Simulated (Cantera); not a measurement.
Pyrogenic steam for wet oxidation

A perfectly stirred reactor is fed with H2 : O2 : N2 = 1.1 : 1 : 3.7 (molar parts), at 0.220 bar; it is held at 1223 K, and followed from long to short residence time.

Computed with Cantera and GRI-Mech 3.0 (53 species, 325 reactions). The temperature is held fixed by assumption; the heat of reaction is taken as removed at once.

```tsv
τ (s)	x H2	x O2	x H2O	x NO2	x HO2
8.5	5.14e-5	0.0857	0.209	4.43e-9	1.36e-6
3.4	9.48e-5	0.0857	0.209	2.81e-9	2.33e-6
1.3	0.000180	0.0857	0.209	1.62e-9	3.94e-6
0.53	0.000326	0.0857	0.209	1.00e-9	6.12e-6
0.21	0.000597	0.0857	0.208	7.02e-10	9.00e-6
0.083	0.00109	0.0858	0.208	5.78e-10	1.22e-5
0.033	0.00194	0.0860	0.206	5.24e-10	1.54e-5
0.013	0.00345	0.0864	0.204	4.89e-10	1.81e-5
0.0051	0.00603	0.0873	0.199	4.60e-10	2.02e-5
0.0020	0.0103	0.0889	0.191	4.27e-10	2.16e-5
```
x: mole fraction; the columns are a selection and need not sum to one.
